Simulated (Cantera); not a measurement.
A freely propagating, adiabatic, planar premixed flame of CH₄ : O₂ : N₂ = 1 : 1.43 : 5.37 (molar parts), equivalence ratio 1.4, unburnt at 548 K and 440000 Pa; mixture-averaged transport, grid criteria slope 0.08 and curve 0.16, no radiation.

Detailed kinetics in Cantera: GRI-Mech 3.0 (53 species, 325 reactions). Burning velocities carry a grid error of a few per cent, more on coarse grids.

x: mole fraction of selected species; z is measured from the peak of heat release.

```csv
z (mm),T (K),u (m/s),x CH₄,x O₂,x CH₂,x HCN,x HO₂,x C₂H₆
-0.682,549,0.295,0.128,0.183,<1e-8,<1e-8,6.93e-8,1.17e-7
-0.455,559,0.302,0.126,0.181,<1e-8,2.53e-8,9.31e-7,2.74e-6
-0.341,586,0.319,0.123,0.178,<1e-8,1.20e-7,3.75e-6,1.43e-5
-0.227,…,0.394,0.112,0.167,<1e-8,8.66e-7,2.25e-5,0.000122
-0.114,…,0.660,0.0756,0.120,<1e-8,5.54e-6,8.81e-5,0.000910
-0.0568,…,0.887,0.0434,0.0757,8.92e-7,1.15e-5,9.53e-5,0.00126
0,…,1.10,0.0146,0.0304,1.96e-5,2.20e-5,3.34e-5,0.000292
0.0568,2073,1.20,0.00405,0.00852,2.92e-5,3.56e-5,6.29e-6,2.10e-5
0.114,2127,1.23,0.00170,0.00242,1.51e-5,4.26e-5,1.32e-6,2.98e-6
0.227,2154,1.24,0.000742,0.000305,3.92e-6,4.33e-5,1.16e-7,3.15e-7
0.455,2161,1.24,0.000367,1.49e-5,9.52e-7,3.79e-5,<1e-8,3.96e-8
0.909,2161,1.24,0.000154,1.61e-6,2.98e-7,2.82e-5,<1e-8,<1e-8
1.82,2160,1.24,2.97e-5,1.41e-6,5.46e-8,1.49e-5,<1e-8,<1e-8
```

Problem. Some entries are withheld; supply them.

Solution. 
- -0.227, T (K): 715
- -0.114, T (K): 1174
- -0.0568, T (K): 1557
- 0, T (K): 1906
